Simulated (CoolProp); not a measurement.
The numbers come from the reference Helmholtz-energy equation of state, Lemmon 2013 in CoolProp.

Q: Give the vapour pressure (bar), liquid density (kg/m³), vapour density (kg/m³), liquid conductivity (mW/(m K)) of saturated propylene at 223.8, 238.4, 272.7 K.

A: 
```csv
T (K),p (bar),liquid density (kg/m³),vapour density (kg/m³),liquid conductivity (mW/(m K))
223.8,0.936,612,2.19,146
238.4,1.76,594,3.94,140
272.7,5.76,547,12.2,124
```

Thermal conductivity comes from a separate model (Huber 2003), an estimate that may be off by 10 % or more.
